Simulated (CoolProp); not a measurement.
Properties of R1233zd(E) along the isotherm 176.85 °C (Tc = 165.7 °C, pc = 3.583 MPa, ω = 0.304).

Computed with CoolProp (reference Helmholtz-energy equation of state, Akasaka 2022).

```json
[
 {"p (MPa)": "0.995", "phase": "gas", "density (kg/m³)": "(withheld)", "cp (kJ/(kg K))": "1.033", "cv (kJ/(kg K))": "0.9302", "speed of sound (m/s)": "160.8", "fugacity coefficient": "0.9110"},
 {"p (MPa)": "1.99", "phase": "gas", "density (kg/m³)": "87.48", "cp (kJ/(kg K))": "(withheld)", "cv (kJ/(kg K))": "0.9527", "speed of sound (m/s)": "144.2", "fugacity coefficient": "0.8247"},
 {"p (MPa)": "2.99", "phase": "gas", "density (kg/m³)": "159.3", "cp (kJ/(kg K))": "(withheld)", "cv (kJ/(kg K))": "0.9879", "speed of sound (m/s)": "123.7", "fugacity coefficient": "0.7395"},
 {"p (MPa)": "3.98", "phase": "supercritical", "density (kg/m³)": "324.0", "cp (kJ/(kg K))": "3.447", "cv (kJ/(kg K))": "1.057", "speed of sound (m/s)": "95.14", "fugacity coefficient": "0.6524"},
 {"p (MPa)": "4.98", "phase": "supercritical", "density (kg/m³)": "(withheld)", "cp (kJ/(kg K))": "2.414", "cv (kJ/(kg K))": "1.032", "speed of sound (m/s)": "141.2", "fugacity coefficient": "0.5574"},
 {"p (MPa)": "5.97", "phase": "supercritical", "density (kg/m³)": "754.0", "cp (kJ/(kg K))": "1.866", "cv (kJ/(kg K))": "1.013", "speed of sound (m/s)": "187.7", "fugacity coefficient": "0.4878"},
 {"p (MPa)": "6.97", "phase": "supercritical", "density (kg/m³)": "796.0", "cp (kJ/(kg K))": "1.689", "cv (kJ/(kg K))": "1.004", "speed of sound (m/s)": "221.2", "fugacity coefficient": "0.4370"},
 {"p (MPa)": "7.96", "phase": "supercritical", "density (kg/m³)": "825.5", "cp (kJ/(kg K))": "1.597", "cv (kJ/(kg K))": "0.9980", "speed of sound (m/s)": "247.7", "fugacity coefficient": "0.3993"},
 {"p (MPa)": "8.96", "phase": "supercritical", "density (kg/m³)": "849.0", "cp (kJ/(kg K))": "1.539", "cv (kJ/(kg K))": "0.9941", "speed of sound (m/s)": "(withheld)", "fugacity coefficient": "0.3698"}
]
```

Task: What belongs in the gaps?

Result: 
- 0.995, density (kg/m³): 38.39
- 1.99, cp (kJ/(kg K)): 1.136
- 2.99, cp (kJ/(kg K)): 1.402
- 4.98, density (kg/m³): 679.0
- 8.96, speed of sound (m/s): 270.4

The peak of cp marks the crossing from liquid-like to gas-like fluid above the critical point.
